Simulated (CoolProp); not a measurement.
A Linde-Hampson liquefier for methane: isothermal reversible compression at 250 K from 1 atm to 40 MPa, throttling to 1 atm, return gas leaving the recuperator 5 K below the feed. Each further row changes one setting.

Computed with CoolProp (reference Helmholtz-energy equation of state, Setzmann 1991).

| case | liquid yield per pass | compression work (kJ/kg of gas) |
|---|---|---|
| as stated | 0.347 | 688 |
| high pressure 80 MPa | 0.299 | 809 |
| warm-end temperature 280 K | 0.278 | 803 |
| warm-end gap 10 K | 0.338 | 688 |
